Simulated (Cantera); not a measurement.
What does this Cantera script print?

```python
import numpy as np
import cantera as ct

gas_names = [...]  # 131 gases of nasa_gas.yaml made of C, H, O
cond_names = """
    C(gr) C6H6(L) C7H8(L) C8H18(L),n-octa H2O(s) H2O(L)
""".split()


# ... load() reads the species with a 1 bar reference pressure and builds the phases ...
atoms = {
    'CO': {'C': 1, 'O': 1},
    'O2': {'O': 2},
    'H2': {'H': 2},
}
top_T = {'C(gr)': 4500}  # K; cautious upper limits of use, not melting points


# ... equilibrate(T, P, feed) seeds the gas with the atoms and calls Mixture.equilibrate('TP', solver="vcs", rtol=1e-11, max_steps=5000) ...
results = []
feed = {'CO': 1, 'O2': 0.018, 'H2': 13}  # mol
P = 100000  # Pa
for T in [3000, 3500, 4000, 4500, 5000]:
    mix = equilibrate(T, P, feed)
    results.append((T, P, feed, dict(zip(mix.species_names, mix.species_moles))))
    x = sorted(zip(gas.X, gas.species_names), reverse=True)
    print(f"T = {T:g} K  P = {P:g} Pa  gas = {mix.phase_moles(0):.4g} mol")
    print("   x: " + "  ".join(f"{s} {v:.3e}" for v, s in x if v > 1e-05))
    print("   condensed (mol): " + ("  ".join(f"{mix.phase(i).name} {mix.phase_moles(i):.4g}"
          for i in range(1, mix.n_phases) if mix.phase_moles(i) > 1e-12) or "none"))
```

Output:

```
T = 3000 K  P = 100000 Pa  gas = 15.06 mol
   x: H2 7.908e-01  H 1.404e-01  CO 6.638e-02  H2O 2.220e-03  OH 1.309e-04  CO2 2.517e-05  O 1.425e-05
   condensed (mol): none
T = 3500 K  P = 100000 Pa  gas = 17.78 mol
   x: H2 5.171e-01  H 4.246e-01  CO 5.621e-02  H2O 1.287e-03  OH 4.868e-04  O 2.329e-04  CO2 1.690e-05
   condensed (mol): none
T = 4000 K  P = 100000 Pa  gas = 22.24 mol
   x: H 7.387e-01  H2 2.147e-01  CO 4.495e-02  O 9.126e-04  OH 4.722e-04  H2O 2.349e-04
   condensed (mol): none
T = 4500 K  P = 100000 Pa  gas = 25.35 mol
   x: H 8.924e-01  H2 6.660e-02  CO 3.929e-02  O 1.372e-03  OH 1.872e-04  C 1.563e-04  H2O 1.994e-05
   condensed (mol): none
T = 5000 K  P = 100000 Pa  gas = 26.51 mol
   x: H 9.382e-01  CO 3.629e-02  H2 2.128e-02  O 2.680e-03  C 1.422e-03  OH 1.132e-04  CH 1.308e-05
   condensed (mol): none
```

These are equilibrium values from Cantera (NASA tables, ideal gas, pure condensed phases), not measurements of a reactor.
